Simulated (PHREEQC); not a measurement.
PHREEQC input (ion-association model, wateq4f.dat):

```
SOLUTION_MASTER_SPECIES
  An  An-  0  An  62.0  # stands for a non-complexing anion
SOLUTION_SPECIES
  An- = An-
    -log_k 0
    -gamma 3.0 0
PHASES
  Fix_H+
    H+ = H+
    -log_k 0
SOLUTION 1
  temp 25
  units mmol/kgw
  pH 7 charge
  B 0.034
  Cl 0.078
  Mg 0.039
  Na 1
  An 1
END
SELECTED_OUTPUT 1
  -reset false
  -pH true
  -pe true
  -ionic_strength true
  -water true
  -totals B Cl Mg Na
  -molalities Hfo_wOH Hfo_wOH2+ Hfo_wO- Hfo_sOH Hfo_sOH2+ Hfo_sO- Hfo_wH2BO3 Hfo_wOMg+
  -saturation_indices Brucite Halite
USER_PUNCH 1
  -headings sigma psi
  10 PUNCH EDL("sigma", "Hfo"), EDL("psi", "Hfo")
PRINT
  -reset false
USE solution 1
SURFACE 1
  Hfo_wOH 0.000101124 600 0.045
  Hfo_sOH 2.52809e-06
EQUILIBRIUM_PHASES 1
  Fix_H+ -4 HAn 10
    -force_equality true
  O2(g) -0.68 10
END
# ... the last block is repeated for the other 12 points of pH, with NaOH or the acid as the point needs
```

Selected output (columns that matter, 13 of 13 rows; pH added in front):

```
pH	mu	B	Mg	Na	m_Hfo_wOH	m_Hfo_wOH2+	m_Hfo_wO-	m_Hfo_sOH	m_Hfo_sOH2+	m_Hfo_sO-	si_Brucite	si_Halite	sigma	psi
4	0.0012378	3.3991e-05	3.9e-05	0.001	6.2952e-05	3.5614e-05	2.5492e-06	1.5739e-06	8.9043e-07	6.3734e-08	-13.316	-8.7242	0.12112	0.20926
4.5	0.0011611	3.399e-05	3.9e-05	0.001	7.0405e-05	2.6409e-05	4.2998e-06	1.7603e-06	6.603e-07	1.0751e-07	-12.314	-8.7232	0.080991	0.19024
5	0.0011347	3.3989e-05	3.9e-05	0.001	7.4417e-05	2.0512e-05	6.185e-06	1.8606e-06	5.1284e-07	1.5464e-07	-11.313	-8.7228	0.052481	0.16858
5.5	0.0011249	3.3989e-05	3.9e-05	0.001	7.6336e-05	1.6859e-05	7.9179e-06	1.9086e-06	4.2153e-07	1.9797e-07	-10.313	-8.7227	0.032755	0.14469
6	0.0011208	3.3989e-05	3.8999e-05	0.001	7.7148e-05	1.467e-05	9.2946e-06	1.9289e-06	3.6678e-07	2.3239e-07	-9.3132	-8.7226	0.019692	0.11896
6.5	0.0011189	3.3989e-05	3.8994e-05	0.001	7.7456e-05	1.3378e-05	1.0273e-05	1.9367e-06	3.3451e-07	2.5687e-07	-8.3132	-8.7226	0.011395	0.091849
7	0.0011178	3.3989e-05	3.8946e-05	0.001	7.7531e-05	1.2588e-05	1.094e-05	1.9395e-06	3.1489e-07	2.7367e-07	-7.3137	-8.7226	0.0062307	0.063861
7.5	0.001117	3.3989e-05	3.8493e-05	0.0010011	7.7227e-05	1.1846e-05	1.1534e-05	1.9406e-06	2.9766e-07	2.8983e-07	-6.3188	-8.7221	0.0029529	0.035743
8	0.001116	3.399e-05	3.5214e-05	0.0010103	7.4508e-05	9.6745e-06	1.3146e-05	1.9353e-06	2.5129e-07	3.4146e-07	-5.3575	-8.7181	0.00080226	0.010446
8.5	0.0011118	3.3992e-05	2.5106e-05	0.0010366	6.3626e-05	4.9826e-06	1.8613e-05	1.8442e-06	1.4442e-07	5.3949e-07	-4.5047	-8.7069	-0.00046869	-0.0061415
9	0.0011143	3.3996e-05	1.3069e-05	0.0010754	4.6149e-05	1.7905e-06	2.7249e-05	1.5517e-06	6.0201e-08	9.1621e-07	-3.7892	-8.6909	-0.001374	-0.017676
9.5	0.0011381	3.3998e-05	4.6757e-06	0.0011245	3.1691e-05	6.6809e-07	3.4439e-05	1.1994e-06	2.5285e-08	1.3034e-06	-3.2393	-8.6719	-0.0025889	-0.031583
10	0.0012129	3.3999e-05	9.8488e-07	0.0012107	2.4527e-05	3.6058e-07	3.822e-05	9.8255e-07	1.4445e-08	1.5311e-06	-2.9271	-8.6408	-0.0048655	-0.051901
```
